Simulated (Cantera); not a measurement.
A closed system holds: 1 mol Si₃N₄, 0.0027 mol H₂O, 930 mol H₂, at 1575 K.

Equilibrium computed with Cantera from the NASA thermochemical tables; the gas is ideal and each condensed phase is pure. Candidate condensed phases: H₂O, Si, SiO₂, Si₂N₂O, Si₃N₄; 35 gas species. Mutual solubility and eutectic melting of coexisting phases are not modelled. Gases not in the tables: Si₂H₆ and higher silanes. Equilibrium is a limit: real reactors are often held back by kinetics, nucleation or transport.

Problem. What share of the Si ends up in condensed phases as a function of P (Pa), at 0.100, 0.600, 3.60, 22, 130, 770, 4600, 28000, 170000, 1000000?

Solution. 
```json
[
 {"P (Pa)": "0.100", "Si condensed (%)": "0.0", "as": "-"},
 {"P (Pa)": "0.600", "Si condensed (%)": "0.0", "as": "-"},
 {"P (Pa)": "3.60", "Si condensed (%)": "49.0", "as": "Si(s)"},
 {"P (Pa)": "22", "Si condensed (%)": "91.3", "as": "Si(s)"},
 {"P (Pa)": "130", "Si condensed (%)": "98.3", "as": "Si(s)"},
 {"P (Pa)": "770", "Si condensed (%)": "99.5", "as": "Si(s)"},
 {"P (Pa)": "4600", "Si condensed (%)": "99.7", "as": "Si(s)"},
 {"P (Pa)": "28000", "Si condensed (%)": "99.8", "as": "Si(s) + Si₃N₄(s)"},
 {"P (Pa)": "170000", "Si condensed (%)": "99.7", "as": "Si(s) + Si₂N₂O(s) + Si₃N₄(s)"},
 {"P (Pa)": "1000000", "Si condensed (%)": "99.5", "as": "Si(s) + Si₂N₂O(s) + Si₃N₄(s)"}
]
```
